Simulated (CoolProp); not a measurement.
Values from CoolProp's reference Helmholtz-energy equation of state, Akasaka 2015.

Task: For R245fa, give the phase and the Joule-Thomson coefficient (K/MPa), viscosity (µPa s), conductivity (mW/(m K)) at 166.85 °C and 0.0268 MPa; 166.85 °C and 0.577 MPa.

Result: 
- 166.85 °C and 0.0268 MPa: gas; Joule-Thomson coefficient 7.47, viscosity 17.4, conductivity 28.9
- 166.85 °C and 0.577 MPa: gas; Joule-Thomson coefficient 8.00, viscosity 17.5, conductivity 29.1

Viscosity comes from a separate model (Bell 2016), an estimate that may be off by 10 % or more. Thermal conductivity comes from a separate model (Huber 2003), an estimate that may be off by 10 % or more.
